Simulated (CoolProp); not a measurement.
Properties of carbon dioxide at several states.

Computed with CoolProp (reference Helmholtz-energy equation of state, Span 1996).

```json
[
 {"T (°C)": "339.85", "p (MPa)": "0.16", "phase": "gas", "Z": "0.9996", "speed of sound (m/s)": "[?]", "Joule-Thomson coefficient (K/MPa)": "[?]", "Prandtl number": "[?]"},
 {"T (°C)": "716.45", "p (MPa)": "17.3", "phase": "supercritical", "Z": "[?]", "speed of sound (m/s)": "494.4", "Joule-Thomson coefficient (K/MPa)": "0.2865", "Prandtl number": "0.728"},
 {"T (°C)": "404.65", "p (MPa)": "36.8", "phase": "supercritical", "Z": "1.046", "speed of sound (m/s)": "451.0", "Joule-Thomson coefficient (K/MPa)": "0.6398", "Prandtl number": "[?]"}
]
```

**Question.** Some entries are withheld; supply them.

**Answer.** 
- 339.85, speed of sound (m/s): 374.6
- 339.85, Joule-Thomson coefficient (K/MPa): 1.916
- 339.85, Prandtl number: 0.732
- 716.45, Z: 1.038
- 404.65, Prandtl number: 0.819

Viscosity comes from a separate model (Laesecke 2017). Thermal conductivity comes from a separate model (Huber 2016).
